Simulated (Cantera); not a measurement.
Input: 1 mol Al, 0.0043 mol O₂, 4.5 mol H₂, at 1973 K and 7.50 Torr.

Cantera equilibrium calculation (NASA polynomials, part measured and part estimated; ideal gas, pure solids and liquids). Candidate condensed phases: Al, Al₂O₃, H₂O; 19 gas species. Equilibrium is a limit: real reactors are often held back by kinetics, nucleation or transport.

Base state: H₂ 0.808, Al 0.173, H 0.0121, AlH 0.00463, Al₂O 0.00156, Al₂ 0.000106 (mole fractions); condensed: gas only.

### Question
What changes in the equilibrium state with this change: temperature from 1973 K to 873.15 K?

### Answer
```csv
species,before,after
H₂,0.808,1.00
Al,0.173,<1e-9
H,0.0121,<1e-9
AlH,0.00463,<1e-9
Al₂O,0.00156,<1e-9
Al₂,0.000106,<1e-9
"Al(s), mol",0,0.994
"Al₂O₃(s), mol",0,0.00287
```
